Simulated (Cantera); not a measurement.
# Aluminium nitride and oxide growth: Al(CH3)3 + N2

Feed: 1 mol Al(CH3)3, a varied amount of N2, equilibrated at 1602 °C and 100000 Pa.

Cantera equilibrium calculation (NASA polynomials, part measured and part estimated; ideal gas, pure solids and liquids). Candidate condensed phases: Al, AlN, C, C6H6, C7H8, C8H18; 97 gas species. The feed counts by its element totals alone. The numbers say what is thermodynamically allowed, not how fast it happens.

From 1.5 mol N2 to 46 mol N2 the condensed part is AlN(s) + C(graphite). The main Al-bearing gas is Al throughout.

| n(N2) (mol) | log p N2 | log p H2 | log p HCN | log p H | n AlN(s) | n C(graphite) |
|---|---|---|---|---|---|---|
| 1.5 | -0.74 | -0.09 | -2.48 | -3.23 | 1.000 | 2.98 |
| 2.4 | -0.53 | -0.15 | -2.40 | -3.26 | 1.000 | 2.97 |
| 4 | -0.36 | -0.25 | -2.37 | -3.31 | 1.000 | 2.96 |
| 6.5 | -0.24 | -0.37 | -2.37 | -3.37 | 1.000 | 2.95 |
| 11 | -0.16 | -0.53 | -2.40 | -3.45 | 1.000 | 2.93 |
| 17 | -0.11 | -0.67 | -2.45 | -3.52 | 1.000 | 2.92 |
| 28 | -0.07 | -0.86 | -2.52 | -3.61 | 1.000 | 2.90 |
| 46 | -0.04 | -1.05 | -2.61 | -3.71 | 1.000 | 2.87 |
log p: log10 of the partial pressure in bar; n: condensed amount in mol.
